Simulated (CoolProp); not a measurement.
Saturated liquid density (kg/m³) of ethanol: the reference equation beside estimates from Tc = 241.6 °C, pc = 6268 kPa, ω = 0.644. Rackett uses Z = 0.29056 − 0.08775 ω.

Values from CoolProp's reference Helmholtz-energy equation of state, Schroeder 2014.

```json
[
 {"T (°C)": "130.85", "reference": "676.9", "Rackett": "735.2", "van der Waals": "354.0", "Redlich-Kwong": "502.6", "Soave-Redlich-Kwong": "560.4", "Peng-Robinson": "634.5"},
 {"T (°C)": "137.95", "reference": "667.1", "Rackett": "722.4", "van der Waals": "348.3", "Redlich-Kwong": "492.4", "Soave-Redlich-Kwong": "550.1", "Peng-Robinson": "623.1"},
 {"T (°C)": "145.15", "reference": "656.7", "Rackett": "709.0", "van der Waals": "342.3", "Redlich-Kwong": "481.6", "Soave-Redlich-Kwong": "539.0", "Peng-Robinson": "610.8"},
 {"T (°C)": "152.25", "reference": "645.9", "Rackett": "695.3", "van der Waals": "336.2", "Redlich-Kwong": "470.6", "Soave-Redlich-Kwong": "527.5", "Peng-Robinson": "597.9"},
 {"T (°C)": "159.35", "reference": "634.5", "Rackett": "681.2", "van der Waals": "329.8", "Redlich-Kwong": "459.1", "Soave-Redlich-Kwong": "515.3", "Peng-Robinson": "584.1"},
 {"T (°C)": "166.55", "reference": "622.3", "Rackett": "666.2", "van der Waals": "323.1", "Redlich-Kwong": "446.9", "Soave-Redlich-Kwong": "502.0", "Peng-Robinson": "569.2"},
 {"T (°C)": "173.65", "reference": "609.6", "Rackett": "650.7", "van der Waals": "316.0", "Redlich-Kwong": "434.3", "Soave-Redlich-Kwong": "488.1", "Peng-Robinson": "553.4"},
 {"T (°C)": "180.75", "reference": "596.1", "Rackett": "634.5", "van der Waals": "308.6", "Redlich-Kwong": "421.0", "Soave-Redlich-Kwong": "473.2", "Peng-Robinson": "536.5"},
 {"T (°C)": "187.95", "reference": "581.7", "Rackett": "617.0", "van der Waals": "300.7", "Redlich-Kwong": "406.7", "Soave-Redlich-Kwong": "456.9", "Peng-Robinson": "517.8"},
 {"T (°C)": "195.05", "reference": "566.4", "Rackett": "598.6", "van der Waals": "292.2", "Redlich-Kwong": "391.7", "Soave-Redlich-Kwong": "439.5", "Peng-Robinson": "497.7"},
 {"T (°C)": "202.15", "reference": "549.8", "Rackett": "578.8", "van der Waals": "283.2", "Redlich-Kwong": "375.6", "Soave-Redlich-Kwong": "420.4", "Peng-Robinson": "475.6"}
]
```

Absolute difference from the reference over all 11 rows, mean and median: Rackett 7.0 and 7.1 %, van der Waals 48.1 and 48.1 %, Redlich-Kwong 28.4 and 28.2 %, Soave-Redlich-Kwong 19.7 and 19.3 %, Peng-Robinson 9.1 and 8.5 %.
